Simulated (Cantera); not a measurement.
An isothermal, constant-pressure homogeneous reactor starts with CH4 : N2 = 1 : 2.6 (molar parts), at 1825 K and 2670 Pa. Integrator tolerance rtol = 1e-08.

Cantera simulation using GRI-Mech 3.0 (53 species, 325 reactions); the numbers are that mechanism's predictions, not measurements. GRI-Mech 3.0 stops at C3 and has no aromatics, soot or wall deposition, so with more carbon than oxygen in the feed, carbon stays in small species such as C2H2 where larger ones or solid carbon would form. Radical loss at walls, strong at low pressure, is not modelled.

```tsv
quantity	before	after
x(CH4) at 100 s	7.48e-5 (gas-phase equilibrium 5.60e-5)	0.00219 (gas-phase equilibrium 0.000803)
x(C2H2) at 100 s	0.108 (gas-phase equilibrium 0.0558)	0.108 (gas-phase equilibrium 0.0627)
x(C2H4) at 100 s	1.84e-5 (gas-phase equilibrium 9.46e-6)	0.000205 (gas-phase equilibrium 0.000120)
x(CH2) at 100 s	3.92e-8 (gas-phase equilibrium 2.94e-8)	2.44e-9 (gas-phase equilibrium 9.11e-10)
x(HCN) at 100 s	0.000159 (gas-phase equilibrium 0.106)	2.83e-7 (gas-phase equilibrium 0.0912)
```

Question: What was changed between the two runs?
A) temperature 1825 to 1525 K
B) CH4 1 to 7.5 parts
C) temperature 1825 to 1350 K
D) temperature 1825 to 1050 K

Answer: A, temperature 1825 to 1525 K
